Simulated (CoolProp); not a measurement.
Vapour-liquid equilibrium of propylene (1) + R115 (2) at 1.73 MPa; x and y are mole fractions of (1).

Values from CoolProp's multi-fluid Helmholtz-energy mixture model, Lemmon 2013 and Lemmon 2016; pair parameters Bell 2016.

| x | bubble temperature, mixture model (°C) | bubble temperature, Raoult's law (°C) | y, mixture model | y, Raoult's law |
|---|---|---|---|---|
| 0.05 | 50.0 | 51.4 | 0.074 | 0.061 |
| 0.15 | 46.5 | 50.4 | 0.208 | 0.180 |
| 0.25 | 43.6 | 49.4 | 0.323 | 0.293 |
| 0.35 | 41.4 | 48.3 | 0.422 | 0.401 |
| 0.45 | 39.9 | 47.3 | 0.509 | 0.505 |
| 0.55 | 38.8 | 46.4 | 0.586 | 0.604 |
| 0.65 | 38.3 | 45.4 | 0.661 | 0.698 |
| 0.75 | 38.4 | 44.4 | 0.737 | 0.789 |
| 0.85 | 39.1 | 43.5 | 0.824 | 0.876 |
| 0.95 | 40.8 | 42.6 | 0.932 | 0.960 |

The largest gap from Raoult's law is -7.6 K in bubble temperature, at x = 0.55. y crosses x between x = 0.65 and 0.75: the model has an azeotrope there.

The pair parameters rest on a limited set of measurements; away from them the model extrapolates.
